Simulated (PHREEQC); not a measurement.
A solution holds 0.042 mol/kgw HF, 0.0015 mol/kgw KF, 0.00094 mol/kgw H2SiF6 and 0.26 mol/kgw H2SO4, at 20 °C. Closed to the air; pH follows from the charge balance.

Computed with PHREEQC (ion-association model, phreeqc.dat).

```tsv
quantity	before	after
pH	0.64	0.64
ionic strength (mol/kgw)	0.331	0.329
HSO4- (mol/kgw)	0.226	0.226
HF (mol/kgw)	0.0432	0.00488
SO4-2 (mol/kgw)	0.0338	0.0339
K+ (mol/kgw)	0.00143	0.00143
SI of Quartz (SiO2)	-4.43	+0.85
```

### Question
Which change was made?
(A) HF left out
(B) H2SO4 from 0.26 to 0.234 mol/kgw
(C) KF from 0.0015 to 0.015 mol/kgw
(D) diluted 5-fold with water
(E) KF from 0.0015 to 0.00225 mol/kgw

### Answer
A, HF left out

This is a speciation only: nothing precipitates in the calculation. Some of these states are supersaturated (in Quartz (slow to form), Chalcedony (slow to form), for instance). SiF6-2 is the database's only silicon fluoride.
